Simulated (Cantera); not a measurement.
A closed system holds: 1 mol Cu2O, 0.57 mol CH4, 1 mol H2, at 1725 °C and 1.33 mbar.

Cantera equilibrium calculation (NASA polynomials, part measured and part estimated; ideal gas, pure solids and liquids). Candidate condensed phases: C, C6H6, C7H8, C8H18, Cu, CuO, Cu(OH)2, Cu2O, H2O; 113 gas species. Rates play no part.

Base state: Cu 0.419, H2 0.351, CO 0.114, H2O 0.0835, H 0.0261, CO2 0.00590, OH 0.000617, Cu2 0.000227 (mole fractions); condensed: gas only.

Problem. What changes in the equilibrium state with this change: H2 from 1 to 8.1 mol?

Solution. 
```
species    before     after
-------  --------  --------
H2          0.351     0.714
Cu          0.419     0.166
CO          0.114    0.0469
H2O        0.0835    0.0350
H          0.0261    0.0372
CO2       0.00590  0.000502
Cu2      0.000227   3.57e-5
O         3.35e-5   6.91e-6
OH       0.000617  0.000181
```
